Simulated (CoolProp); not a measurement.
Properties of ethanol along the isotherm 182.45 °C.

The numbers come from the reference Helmholtz-energy equation of state, Schroeder 2014 in CoolProp.

```csv
p (MPa),phase,Z,cv (kJ/(kg K))
0.0991,gas,0.9914,1.782
0.145,gas,0.9874,1.791
0.214,gas,0.9813,1.804
0.313,gas,0.9724,1.823
0.46,gas,0.9589,1.852
0.675,gas,0.9384,1.896
0.991,gas,0.9065,1.965
1.45,gas,0.8556,2.076
2.14,liquid,0.04388,3.012
3.13,liquid,0.06369,2.999
4.6,liquid,0.09264,2.982
6.75,liquid,0.1342,2.962
9.91,liquid,0.1937,2.939
14.5,liquid,0.2779,2.914
21.4,liquid,0.4003,2.887
31.3,liquid,0.5697,2.859
```
